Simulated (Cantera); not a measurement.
An isothermal, constant-pressure homogeneous reactor starts with 17.9 % NO, 82.1 % N2, at 2050 K and 13300 Pa.

Cantera simulation using GRI-Mech 3.0 (53 species, 325 reactions); the numbers are that mechanism's predictions, not measurements.

Predict: x(NO) at 2.00 s; x(N2O) at 2.00 s; x(O) at 2.00 s; x(O2) at 2.00 s; x(NO2) at 2.00 s; x(N2) at 2.00 s.

x(NO) at 2.00 s: 0.110 (gas-phase equilibrium 0.00603)
x(N2O) at 2.00 s: 5.04e-6 (gas-phase equilibrium 1.32e-7)
x(O) at 2.00 s: 0.000516 (gas-phase equilibrium 0.000785)
x(O2) at 2.00 s: 0.0342 (gas-phase equilibrium 0.0858)
x(NO2) at 2.00 s: 2.59e-5 (gas-phase equilibrium 2.23e-6)
x(N2) at 2.00 s: 0.856 (gas-phase equilibrium 0.907)
